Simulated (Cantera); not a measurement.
What does this Cantera script print?

```python
import numpy as np
import cantera as ct

gas_names = """
    CL CL2 H HCL H2 N NH NH2 NH3 N2 N2H2 N2H4 Si SiCL SiCL2 SiCL3 SiCL4 SiH SiHCL3 SiH2 SiH2CL2 SiH3
    SiH3CL SiH4 SiN Si2 Si2N Si3
""".split()
cond_names = """
    NH4CL(a) NH4CL(b) Si(cr) Si(L) Si3N4(a)
""".split()


# ... load() reads the species with a 1 bar reference pressure and builds the phases ...
atoms = {
    'SiH2Cl2': {'Si': 1, 'H': 2, 'CL': 2},
    'NH3': {'N': 1, 'H': 3},
    'N2': {'N': 2},
}
top_T = {'Si3N4(a)': 2400}  # K; cautious upper limits of use, not melting points


# ... equilibrate(T, P, feed) seeds the gas with the atoms and calls Mixture.equilibrate('TP', solver="vcs", rtol=1e-11, max_steps=5000) ...
results = []
T = 2075  # K
P = 10000  # Pa
for m in [1.3, 1.8, 2.4, 3.3, 4.5, 6.1, 8.3, 11, 15, 21, 29, 39, 53]:
    feed = {'SiH2Cl2': 1, 'NH3': 0.11, 'N2': m}  # mol
    mix = equilibrate(T, P, feed)
    results.append((T, P, feed, dict(zip(mix.species_names, mix.species_moles))))
    x = sorted(zip(gas.X, gas.species_names), reverse=True)
    print(f"T = {T:g} K  P = {P:g} Pa  n(N2) = {m:g} mol  gas = {mix.phase_moles(0):.4g} mol")
    print("   x: " + "  ".join(f"{s} {v:.3e}" for v, s in x if v > 1e-06))
    print("   condensed (mol): " + ("  ".join(f"{mix.phase(i).name} {mix.phase_moles(i):.4g}"
          for i in range(1, mix.n_phases) if mix.phase_moles(i) > 1e-12) or "none"))
```

Result:

```
T = 2075 K  P = 10000 Pa  n(N2) = 1.3 mol  gas = 3.532 mol
   x: N2 3.836e-01  H2 2.519e-01  SiCL2 2.002e-01  HCL 1.514e-01  H 4.228e-03  SiCL3 3.403e-03  SiCL 2.039e-03  CL 1.875e-03  Si 1.019e-03  SiH 9.258e-05  SiCL4 5.958e-05  Si2N 5.364e-05  SiHCL3 4.460e-05  SiN 4.372e-05  SiH2 4.034e-05  Si2 1.256e-05  SiH2CL2 6.599e-06  Si3 2.598e-06
   condensed (mol): Si(L) 0.2687
T = 2075 K  P = 10000 Pa  n(N2) = 1.8 mol  gas = 4.034 mol
   x: N2 4.598e-01  H2 2.204e-01  SiCL2 1.754e-01  HCL 1.326e-01  H 3.955e-03  SiCL3 2.792e-03  SiCL 1.909e-03  CL 1.756e-03  Si 1.019e-03  SiH 8.660e-05  Si2N 5.873e-05  SiN 4.787e-05  SiCL4 4.576e-05  SiH2 3.530e-05  SiHCL3 3.423e-05  Si2 1.256e-05  SiH2CL2 5.061e-06  Si3 2.598e-06
   condensed (mol): Si(L) 0.2676
T = 2075 K  P = 10000 Pa  n(N2) = 2.4 mol  gas = 4.636 mol
   x: N2 5.295e-01  H2 1.917e-01  SiCL2 1.528e-01  HCL 1.154e-01  H 3.688e-03  SiCL3 2.269e-03  SiCL 1.782e-03  CL 1.638e-03  Si 1.019e-03  SiH 8.076e-05  Si2N 6.302e-05  SiN 5.137e-05  SiCL4 3.471e-05  SiH2 3.069e-05  SiHCL3 2.594e-05  Si2 1.256e-05  SiH2CL2 3.832e-06  Si3 2.598e-06
   condensed (mol): Si(L) 0.2664
T = 2075 K  P = 10000 Pa  n(N2) = 3.3 mol  gas = 5.539 mol
   x: N2 6.056e-01  H2 1.603e-01  SiCL2 1.280e-01  HCL 9.657e-02  H 3.372e-03  SiCL3 1.740e-03  SiCL 1.631e-03  CL 1.500e-03  Si 1.019e-03  SiH 7.385e-05  Si2N 6.740e-05  SiN 5.494e-05  SiH2 2.567e-05  SiCL4 2.436e-05  SiHCL3 1.819e-05  Si2 1.256e-05  SiH2CL2 2.685e-06  Si3 2.598e-06
   condensed (mol): Si(L) 0.2647
T = 2075 K  P = 10000 Pa  n(N2) = 4.5 mol  gas = 6.743 mol
   x: N2 6.755e-01  H2 1.315e-01  SiCL2 1.052e-01  HCL 7.932e-02  H 3.055e-03  SiCL 1.478e-03  CL 1.360e-03  SiCL3 1.297e-03  Si 1.019e-03  Si2N 7.118e-05  SiH 6.690e-05  SiN 5.802e-05  SiH2 2.106e-05  SiCL4 1.646e-05  Si2 1.256e-05  SiHCL3 1.228e-05  Si3 2.598e-06  SiH2CL2 1.811e-06
   condensed (mol): Si(L) 0.2625
T = 2075 K  P = 10000 Pa  n(N2) = 6.1 mol  gas = 8.347 mol
   x: N2 7.373e-01  H2 1.061e-01  SiCL2 8.505e-02  HCL 6.405e-02  H 2.744e-03  SiCL 1.329e-03  CL 1.222e-03  Si 1.019e-03  SiCL3 9.425e-04  Si2N 7.437e-05  SiN 6.061e-05  SiH 6.009e-05  SiH2 1.699e-05  Si2 1.256e-05  SiCL4 1.075e-05  SiHCL3 8.017e-06  Si3 2.598e-06  SiH2CL2 1.181e-06
   condensed (mol): Si(L) 0.2598
T = 2075 K  P = 10000 Pa  n(N2) = 8.3 mol  gas = 10.55 mol
   x: N2 7.916e-01  H2 8.381e-02  SiCL2 6.729e-02  HCL 5.064e-02  H 2.439e-03  SiCL 1.182e-03  CL 1.087e-03  Si 1.019e-03  SiCL3 6.633e-04  Si2N 7.706e-05  SiN 6.281e-05  SiH 5.340e-05  SiH2 1.342e-05  Si2 1.256e-05  SiCL4 6.732e-06  SiHCL3 5.014e-06  Si3 2.598e-06
   condensed (mol): Si(L) 0.2562
T = 2075 K  P = 10000 Pa  n(N2) = 11 mol  gas = 13.26 mol
   x: N2 8.337e-01  H2 6.660e-02  SiCL2 5.355e-02  HCL 4.027e-02  H 2.174e-03  SiCL 1.055e-03  Si 1.019e-03  CL 9.700e-04  SiCL3 4.709e-04  Si2N 7.908e-05  SiN 6.445e-05  SiH 4.761e-05  Si2 1.256e-05  SiH2 1.067e-05  SiCL4 4.264e-06  SiHCL3 3.174e-06  Si3 2.598e-06
   condensed (mol): Si(L) 0.2519
T = 2075 K  P = 10000 Pa  n(N2) = 15 mol  gas = 17.27 mol
   x: N2 8.717e-01  H2 5.104e-02  SiCL2 4.110e-02  HCL 3.088e-02  H 1.903e-03  Si 1.019e-03  SiCL 9.240e-04  CL 8.497e-04  SiCL3 3.166e-04  Si2N 8.087e-05  SiN 6.591e-05  SiH 4.167e-05  Si2 1.256e-05  SiH2 8.174e-06  Si3 2.598e-06  SiCL4 2.511e-06  SiHCL3 1.868e-06
   condensed (mol): Si(L) 0.2458
T = 2075 K  P = 10000 Pa  n(N2) = 21 mol  gas = 23.28 mol
   x: N2 9.043e-01  H2 3.777e-02  SiCL2 3.045e-02  HCL 2.287e-02  H 1.637e-03  Si 1.019e-03  SiCL 7.954e-04  CL 7.314e-04  SiCL3 2.019e-04  Si2N 8.237e-05  SiN 6.713e-05  SiH 3.585e-05  Si2 1.256e-05  SiH2 6.048e-06  Si3 2.598e-06  SiCL4 1.379e-06  SiHCL3 1.025e-06
   condensed (mol): Si(L) 0.237
T = 2075 K  P = 10000 Pa  n(N2) = 29 mol  gas = 31.3 mol
   x: N2 9.283e-01  H2 2.801e-02  SiCL2 2.261e-02  HCL 1.697e-02  H 1.410e-03  Si 1.019e-03  SiCL 6.854e-04  CL 6.303e-04  SiCL3 1.292e-04  Si2N 8.345e-05  SiN 6.801e-05  SiH 3.087e-05  Si2 1.256e-05  SiH2 4.486e-06  Si3 2.598e-06
   condensed (mol): Si(L) 0.2254
T = 2075 K  P = 10000 Pa  n(N2) = 39 mol  gas = 41.31 mol
   x: N2 9.453e-01  H2 2.116e-02  SiCL2 1.709e-02  HCL 1.282e-02  H 1.225e-03  Si 1.019e-03  SiCL 5.959e-04  CL 5.480e-04  SiCL3 8.492e-05  Si2N 8.421e-05  SiN 6.863e-05  SiH 2.683e-05  Si2 1.256e-05  SiH2 3.388e-06  Si3 2.598e-06
   condensed (mol): Si(L) 0.2112
T = 2075 K  P = 10000 Pa  n(N2) = 53 mol  gas = 55.34 mol
   x: N2 9.587e-01  H2 1.574e-02  SiCL2 1.272e-02  HCL 9.542e-03  H 1.057e-03  Si 1.019e-03  SiCL 5.141e-04  CL 4.728e-04  Si2N 8.480e-05  SiN 6.912e-05  SiCL3 5.454e-05  SiH 2.314e-05  Si2 1.256e-05  Si3 2.598e-06  SiH2 2.521e-06
   condensed (mol): Si(L) 0.1916
```

Equilibrium computed with Cantera from the NASA thermochemical tables; the gas is ideal and each condensed phase is pure. The tables' values for SiCl3, SiCl, SiN are old estimates; treat these amounts as uncertain. Gases not in the tables: Si2H6 and higher silanes.
